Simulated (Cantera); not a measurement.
Charge: 1 mol PbF₂, 0.2 mol HF, 360 mol N₂, held at 1852 °C and 0.360 Pa.

These are equilibrium values from Cantera (NASA tables, ideal gas, pure condensed phases), not measurements of a reactor. Candidate condensed phases: Pb, PbF₂; 26 gas species. The numbers say what is thermodynamically allowed, not how fast it happens.

Base state: N₂ 0.991, F 0.00567, Pb 0.00275, HF 0.000385, H 0.000165 (mole fractions); condensed: gas only.

**Question.** What changes in the equilibrium state with this change: temperature from 1852 °C to 477 °C?

**Answer.** 
| species | before | after |
|---|---|---|
| N₂ | 0.991 | 0.997 |
| PbF₄ | <1e-9 | 0.00118 |
| Pb | 0.00275 | 0.00118 |
| F | 0.00567 | <1e-9 |
| PbF₂ | <1e-9 | 0.000406 |
| H | 0.000165 | <1e-9 |
